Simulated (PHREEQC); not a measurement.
Make-up at 60 °C: 0.0028 mol H2SO4 per kg of water. It is in equilibrium with CO2 at log p = -1 (atm). Otherwise closed; pH follows from the charge balance.

Equilibrium calculation in PHREEQC: ion-association model, wateq4f.dat.

| quantity | before | after |
|---|---|---|
| pH | 2.39 | 1.54 |
| ionic strength (mol/kgw) | 0.00605 | 0.0397 |
| SO4-2 (mol/kgw) | 0.00163 | 0.00586 |
| HSO4- (mol/kgw) | 0.00117 | 0.0221 |
| HCO3- (mol/kgw) | 2.25e-7 | 3.50e-8 |

Question: Name the change that produced these shifts.
(A) diluted 100-fold with water
(B) H2SO4 from 0.0028 to 0.0014 mol/kgw
(C) H2SO4 from 0.0028 to 0.028 mol/kgw
(D) H2SO4 from 0.0028 to 0.0056 mol/kgw
(E) diluted 5-fold with water

Answer: C, H2SO4 from 0.0028 to 0.028 mol/kgw

Precipitation was switched off in this run. Constants without temperature data keep their 25 °C values here.
